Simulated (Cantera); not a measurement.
# Ignition delay

Mixture: 2.14 % C3H8, 20.5 % O2, 77.3 % N2, at 3.45 atm, adiabatic and at constant pressure. Ignition delay is the time to a rise of 400 K.

Detailed kinetics in Cantera: GRI-Mech 3.0 (53 species, 325 reactions). GRI-Mech 3.0 was tuned for natural gas; its chemistry of propane as a main component is partial and can be far from experiment.

```json
[
 {"T0 (K)": "1050", "delay (ms)": "62.5"},
 {"T0 (K)": "1125", "delay (ms)": "13.4"},
 {"T0 (K)": "1200", "delay (ms)": "3.00"},
 {"T0 (K)": "1275", "delay (ms)": "0.757"},
 {"T0 (K)": "1350", "delay (ms)": "0.226"},
 {"T0 (K)": "1425", "delay (ms)": "0.0817"}
]
```

apparent activation energy between 1275 and 1425 K: 220 kJ/mol
